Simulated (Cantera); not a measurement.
A closed system holds: 1 mol SiCl₄, 3.1 mol N₂O, 76 mol N₂, held at 1.00 bar.

Equilibrium computed with Cantera from the NASA thermochemical tables; the gas is ideal and each condensed phase is pure. Candidate condensed phases: Si, SiO₂, Si₂N₂O, Si₃N₄; 23 gas species. Kinetics and transport are ignored. All values below are at 900 K.

Base state: N₂ 0.969, Cl₂ 0.0245, O₂ 0.00674, Cl 1.16e-5 (mole fractions); condensed: SiO₂(β-quartz).

What changes in the equilibrium state with this change: N₂O from 3.1 to 1.5 mol?


| species | before | after |
|---|---|---|
| N₂ | 0.969 | 0.978 |
| Cl₂ | 0.0245 | 0.0189 |
| SiCl₄ | <1e-9 | 0.00315 |
| O₂ | 0.00674 | <1e-9 |
| Cl | 1.16e-5 | 1.02e-5 |
| SiO₂(β-quartz), mol | 1.00 | 0.750 |

What changes in the equilibrium state with this change: N₂O from 3.1 to 1.9 mol?


| species | before | after |
|---|---|---|
| N₂ | 0.969 | 0.976 |
| Cl₂ | 0.0245 | 0.0238 |
| SiCl₄ | <1e-9 | 0.000626 |
| O₂ | 0.00674 | <1e-9 |
| Cl | 1.16e-5 | 1.14e-5 |
| SiO₂(β-quartz), mol | 1.00 | 0.950 |
